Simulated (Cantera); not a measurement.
A closed system holds: 1 mol SiO₂, 0.36 mol CH₄, 11 mol H₂, equilibrated at 13300 Pa.

Method: chemical equilibrium by Gibbs-energy minimisation in Cantera with the NASA 1993 tables (ideal gas, pure condensed phases). Candidate condensed phases: C, C₆H₆, C₇H₈, C₈H₁₈, H₂O, Si, SiC, SiO₂; 123 gas species. Mutual solubility and eutectic melting of coexisting phases are not modelled. The tables hold silica as quartz up to 1696 K and as liquid above; real silica turns to tridymite and cristobalite and melts near 1996 K. The numbers say what is thermodynamically allowed, not how fast it happens.

x: gas mole fraction; n: condensed amount in mol.

| T (K) | x H₂ | x CH₄ | x CO | x H₂O | x H | x SiO | x C₂H₂ (acetylene) | n C(graphite) | n SiO₂(β-quartz) | n SiC(s) |
|---|---|---|---|---|---|---|---|---|---|---|
| 973 | 0.983 | 0.0166 | 3.39e-7 | 2.77e-8 | 2.94e-9 | 2.14e-11 | 5.30e-10 | 0.169 | 1.000 | 0 |
| 1023 | 0.990 | 0.00981 | 2.13e-6 | 7.70e-8 | 1.13e-8 | 2.18e-10 | 2.08e-9 | 0.246 | 1.000 | 0 |
| 1073 | 0.994 | [?] | [?] | [?] | [?] | [?] | [?] | [?] | 1.000 | [?] |
| 1123 | 0.996 | [?] | [?] | [?] | [?] | [?] | [?] | 0.314 | 1.000 | [?] |
| 1173 | 0.997 | 0.00258 | 0.000203 | 9.60e-7 | 3.22e-7 | 6.85e-8 | 6.11e-8 | 0.326 | 0.999 | 0.00119 |
| 1223 | 0.998 | 0.00177 | 0.000722 | 1.93e-6 | 8.22e-7 | 3.39e-7 | 1.56e-7 | 0.327 | 0.996 | 0.00423 |
| 1273 | 0.996 | 0.00124 | 0.00231 | 3.66e-6 | 1.95e-6 | 1.47e-6 | 3.70e-7 | 0.305 | 0.986 | 0.0136 |

### Question
Complete the blanks.

### Answer

- 1123, x CH₄: 0.00388
- 1123, x CO: 5.11e-5
- 1123, x H₂O: 4.48e-7
- 1123, x H: 1.16e-7
- 1123, x SiO: 1.20e-8
- 1123, x C₂H₂ (acetylene): 2.19e-8
- 1123, n SiC(s): 0.000301
- 1073, x CH₄: 0.00605
- 1073, x CO: 1.12e-5
- 1073, x H₂O: 1.94e-7
- 1073, x H: 3.83e-8
- 1073, x SiO: 1.78e-9
- 1073, x C₂H₂ (acetylene): 7.14e-9
- 1073, n C(graphite): 0.289
- 1073, n SiC(s): 6.66e-5
